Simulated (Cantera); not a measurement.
An isothermal, constant-pressure homogeneous reactor starts with 0.148 % CO, 0.463 % O2, 0.847 % H2O, 98.5 % N2, at 1400 K and 7500 Torr.

Computed with Cantera and GRI-Mech 3.0 (53 species, 325 reactions).

x: mole fraction; the columns are a selection and need not sum to one.

```
t (s)           x CO     x O2    x H2O      x H2O2        x OH       x HO2
--------  ----------  -------  -------  ----------  ----------  ----------
1.00e-6      0.00148  0.00463  0.00847      <1e-12    1.42e-11    1.21e-11
2.82e-6      0.00148  0.00463  0.00847      <1e-12    4.93e-11    3.40e-11
7.95e-6      0.00148  0.00463  0.00847      <1e-12    2.05e-10    9.73e-11
2.24e-5      0.00148  0.00463  0.00847      <1e-12    9.89e-10    3.32e-10
6.31e-5      0.00148  0.00463  0.00847    2.61e-12     5.47e-9     1.99e-9
0.000178     0.00148  0.00463  0.00847    4.64e-11     7.40e-8     3.34e-8
0.000502     0.00143  0.00460  0.00846     2.23e-8     1.43e-5     2.95e-6
0.00141     0.000666  0.00422  0.00844     4.07e-8     2.70e-5     2.63e-6
0.00399   (withheld)  0.00396  0.00847  (withheld)  (withheld)  (withheld)
0.0112    (withheld)  0.00390  0.00848  (withheld)  (withheld)  (withheld)
0.0317       8.54e-7  0.00389  0.00848    6.65e-10     3.54e-6     1.02e-8
0.0893       2.24e-8  0.00389  0.00848    2.28e-10     2.06e-6     2.75e-9
0.252        7.41e-9  0.00389  0.00848    1.87e-10     1.87e-6     2.35e-9
0.710        7.40e-9  0.00389  0.00848    1.87e-10     1.87e-6     2.35e-9
2.00         7.40e-9  0.00389  0.00848    1.87e-10     1.87e-6     2.35e-9
```

Q: What belongs in the gaps?

A: 
- 0.00399, x CO: 0.000146
- 0.00399, x H2O2: 1.32e-8
- 0.00399, x OH: 1.58e-5
- 0.00399, x HO2: 7.86e-7
- 0.0112, x CO: 1.54e-5
- 0.0112, x H2O2: 3.10e-9
- 0.0112, x OH: 7.68e-6
- 0.0112, x HO2: 1.03e-7
